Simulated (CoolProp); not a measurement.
Vapour pressure (MPa) of carbon dioxide: the reference equation beside estimates from Tc = 304.1 K, pc = 7.377 MPa, ω = 0.224. Clausius-Clapeyron is anchored at 252.4 K with a constant enthalpy of vaporisation of 12.50 kJ/mol.

The numbers come from the reference Helmholtz-energy equation of state, Span 1996 in CoolProp.

```tsv
T (K)	reference	Clausius-Clapeyron	Redlich-Kwong	Peng-Robinson
236.2	1.122	1.279	1.464	…
240.3	…	1.426	1.660	1.284
244.3	1.484	1.579	1.868	…
248.4	1.696	1.748	2.099	1.682
252.4	1.924	1.924	2.342	1.910
256.5	2.181	…	…	2.166
260.5	2.454	2.316	2.893	2.440
264.6	2.760	2.533	3.202	2.747
268.7	3.092	2.762	3.533	…
272.7	3.444	2.999	3.877	3.436
276.8	3.834	3.254	…	3.830
```

Task: What belongs in the gaps?

Result: 
- 236.2, Peng-Robinson: 1.112
- 240.3, reference: 1.296
- 244.3, Peng-Robinson: 1.471
- 256.5, Clausius-Clapeyron: 2.117
- 256.5, Redlich-Kwong: 2.611
- 268.7, Peng-Robinson: 3.081
- 276.8, Redlich-Kwong: 4.253

Absolute difference from the reference over all 11 rows, mean and median: Clausius-Clapeyron 8.1 and 8.2 %, Redlich-Kwong 20.1 and 19.7 %, Peng-Robinson 0.6 and 0.7 %.
